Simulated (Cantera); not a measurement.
## Thermodynamics of calcination and drying, feed K2SO4 + CO2

Feed: 1 mol K2SO4, 1.5 mol CO2, equilibrated at 66.0 mbar.

Method: chemical equilibrium by Gibbs-energy minimisation in Cantera with the NASA 1993 tables (ideal gas, pure condensed phases). Candidate condensed phases: C, K, KO2, K2CO3, K2O, K2O2, K2S, K2SO4, S; 26 gas species. Equilibrium is a limit: real reactors are often held back by kinetics, nucleation or transport.

From 1200 °C to 1575 °C the condensed part is K2SO4(l). From 1650 °C to 1950 °C nothing is condensed. The main K-bearing gas is K2SO4 at 1200 °C and K at 1950 °C.

```json
[
 {"T (°C)": "1200", "x CO2": "0.996", "x K": "0.000681", "x O2": "0.000597", "x SO2": "0.000341", "x K2SO4": "0.00154", "x CO": "0.000514", "x KO": "9.77e-7", "x O": "2.66e-7", "n K2SO4(l)": "0.997"},
 {"T (°C)": "1275", "x CO2": "0.990", "x K": "0.00237", "x O2": "0.00165", "x SO2": "0.00119", "x K2SO4": "0.00408", "x CO": "0.000932", "x KO": "5.27e-6", "x O": "1.21e-6", "n K2SO4(l)": "0.992"},
 {"T (°C)": "1350", "x CO2": "0.974", "x K": "0.00718", "x O2": "0.00436", "x SO2": "0.00360", "x K2SO4": "0.00977", "x CO": "0.00154", "x KO": "2.44e-5", "x O": "4.89e-6", "n K2SO4(l)": "0.979"},
 {"T (°C)": "1425", "x CO2": "0.936", "x K": "0.0194", "x O2": "0.0109", "x SO2": "0.00976", "x K2SO4": "0.0214", "x CO": "0.00234", "x KO": "9.84e-5", "x O": "1.78e-5", "n K2SO4(l)": "0.950"},
 {"T (°C)": "1500", "x CO2": "0.855", "x K": "0.0479", "x O2": "0.0255", "x SO2": "0.0241", "x K2SO4": "0.0434", "x CO": "0.00323", "x KO": "0.000352", "x O": "5.84e-5", "n K2SO4(l)": "0.882"},
 {"T (°C)": "1575", "x CO2": "0.692", "x K": "0.109", "x O2": "0.0562", "x SO2": "0.0549", "x K2SO4": "0.0823", "x CO": "0.00379", "x KO": "0.00113", "x O": "0.000175", "n K2SO4(l)": "0.704"},
 {"T (°C)": "1650", "x CO2": "0.387", "x K": "0.230", "x O2": "0.116", "x SO2": "0.116", "x K2SO4": "0.144", "x CO": "0.00300", "x KO": "0.00328", "x O": "0.000480", "n K2SO4(l)": "0"},
 {"T (°C)": "1725", "x CO2": "0.312", "x K": "0.311", "x O2": "0.157", "x SO2": "0.158", "x K2SO4": "0.0523", "x CO": "0.00398", "x KO": "0.00495", "x O": "0.00102", "n K2SO4(l)": "0"},
 {"T (°C)": "1800", "x CO2": "0.275", "x K": "0.348", "x O2": "0.176", "x SO2": "0.176", "x K2SO4": "0.0105", "x CO": "0.00607", "x KO": "0.00565", "x O": "0.00188", "n K2SO4(l)": "0"},
 {"T (°C)": "1875", "x CO2": "0.263", "x K": "0.355", "x O2": "0.181", "x SO2": "0.179", "x K2SO4": "0.00168", "x CO": "0.0100", "x KO": "0.00563", "x O": "0.00320", "n K2SO4(l)": "0"},
 {"T (°C)": "1950", "x CO2": "0.254", "x K": "0.355", "x O2": "0.184", "x SO2": "0.179", "x K2SO4": "0.000284", "x CO": "0.0163", "x KO": "0.00548", "x O": "0.00521", "n K2SO4(l)": "0"}
]
```
x: gas mole fraction; n: condensed amount in mol.
